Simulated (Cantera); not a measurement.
Input (Python, Cantera):

```python
import numpy as np
import cantera as ct

gas = ct.Solution("gri30.yaml")
gas.TPX = 548, 10000, {'CH4': 1, 'C2H6': 0.28, 'C3H8': 0.068, 'O2': 5.11, 'N2': 16.9}
flame = ct.FreeFlame(gas, width=0.2)
flame.set_refine_criteria(ratio=3, slope=0.08, curve=0.16)
flame.transport_model = "mixture-averaged"
flame.solve(loglevel=0, auto=True)
z, T = flame.grid, flame.T
thick = (T[-1] - T[0]) / np.gradient(T, z).max()
show = ['CH4', 'C2H6', 'C3H8', 'HCO', 'H2', 'C2H2']
print(f"laminar burning velocity  {flame.velocity[0] * 100:.3f} cm/s")
print(f"burnt temperature         {T[-1]:.1f} K")
print(f"thermal thickness         {thick * 1e3:.4f} mm")
print(f"grid points               {len(z)}")
z0 = z[flame.heat_release_rate.argmax()]
print(f"{'z/mm':>9s}{'T/K':>9s}{'u/(m/s)':>9s}" + "".join(f"{s:>11s}" for s in show))
rows = []
for k in (-3, -2, -1.5, -1, -0.5, -0.25, 0, 0.25, 0.5, 1, 2, 4, 8):
    zz = z0 + k * thick
    rows.append([k * thick, np.interp(zz, z, T), np.interp(zz, z, flame.velocity),
                 *(np.interp(zz, z, flame.X[gas.species_index(s)]) for s in show)])
    print(f"{rows[-1][0] * 1e3:9.3f}{rows[-1][1]:9.1f}{rows[-1][2]:9.3f}" + "".join(f"{x:11.3e}" for x in rows[-1][3:]))
```

It prints:

```
laminar burning velocity  134.264 cm/s
burnt temperature         2051.1 K
thermal thickness         2.7552 mm
grid points               150
     z/mm      T/K  u/(m/s)        CH4       C2H6       C3H8        HCO         H2       C2H2
   -8.266    548.0    1.343  4.279e-02  1.198e-02  2.910e-03  1.881e-17  4.509e-04  3.896e-10
   -5.510    548.7    1.346  4.272e-02  1.197e-02  2.907e-03  2.481e-14  1.399e-03  8.256e-09
   -4.133    552.1    1.356  4.254e-02  1.194e-02  2.903e-03  3.875e-12  2.689e-03  6.995e-08
   -2.755    581.3    1.433  4.147e-02  1.176e-02  2.869e-03  1.127e-09  5.390e-03  9.482e-07
   -1.378    835.6    2.088  3.317e-02  9.428e-03  2.243e-03  4.051e-07  1.050e-02  1.756e-05
   -0.689   1163.8    2.945  2.112e-02  4.477e-03  9.114e-04  1.137e-05  1.320e-02  5.662e-05
    0.000   1498.3    3.831  7.043e-03  4.017e-04  5.014e-05  5.815e-05  1.314e-02  8.872e-05
    0.689   1637.5    4.198  9.757e-04  3.499e-06  1.584e-07  2.233e-05  9.608e-03  1.636e-05
    1.378   1669.6    4.275  8.120e-05  1.038e-08  1.523e-10  2.361e-06  7.220e-03  6.534e-07
    2.755   1696.0    4.325  4.917e-07  3.195e-13  1.104e-15  2.208e-08  6.501e-03  7.104e-10
    5.510   1729.8    4.392  8.545e-11  8.820e-20  6.301e-23  3.800e-09  6.670e-03  1.333e-14
   11.021   1774.3    4.489  1.741e-14  1.385e-24  3.958e-28  2.525e-09  6.219e-03  1.108e-18
   22.042   1834.1    4.621  1.036e-19  1.468e-31  3.599e-39  1.515e-09  5.189e-03  2.305e-25
```

Computed with Cantera and GRI-Mech 3.0 (53 species, 325 reactions). Burning velocities carry a grid error of a few per cent, more on coarse grids.
